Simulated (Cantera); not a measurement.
Charge: 1 mol Fe(CO)₅, 0.011 mol O₂, 9.7 mol N₂, equilibrated at 47.0 Pa.

Cantera equilibrium calculation (NASA polynomials, part measured and part estimated; ideal gas, pure solids and liquids). Candidate condensed phases: C, Fe, Fe(CO)₅, FeO, Fe₂O₃, Fe₃O₄; 27 gas species. The numbers say what is thermodynamically allowed, not how fast it happens.

x: gas mole fraction; n: condensed amount in mol.

| T (K) | x N₂ | x CO | x CO₂ | x Fe | x FeO | x NO | n Fe(α) | n Fe(γ) |
|---|---|---|---|---|---|---|---|---|
| 873 | 0.660 | 0.339 | 0.00150 | <1e-12 | <1e-12 | <1e-12 | 1.00 | 0 |
| 948 | 0.660 | 0.339 | 0.00150 | 2.13e-12 | <1e-12 | <1e-12 | 1.00 | 0 |
| 1023 | 0.660 | 0.339 | 0.00150 | 9.54e-11 | <1e-12 | <1e-12 | 1.00 | 0 |
| 1098 | 0.660 | 0.339 | 0.00150 | 2.48e-9 | <1e-12 | <1e-12 | 1.00 | 0 |
| 1173 | 0.660 | 0.339 | 0.00150 | 4.18e-8 | <1e-12 | <1e-12 | 1.000 | 0 |
| 1248 | 0.660 | 0.339 | 0.00150 | 4.96e-7 | [?] | 5.85e-12 | 0 | 1.000 |
| 1323 | 0.660 | 0.339 | 0.00150 | 4.42e-6 | [?] | 4.49e-11 | 0 | 1.000 |
| 1398 | 0.660 | 0.339 | 0.00150 | 3.10e-5 | [?] | 2.76e-10 | 0 | 1.000 |
| 1473 | 0.660 | 0.339 | 0.00150 | 0.000178 | [?] | 1.41e-9 | 0 | 0.997 |

Problem. Complete the blanks.

Solution. 
- 1248, x FeO: 3.70e-12
- 1323, x FeO: 6.10e-11
- 1398, x FeO: 7.38e-10
- 1473, x FeO: 6.89e-9
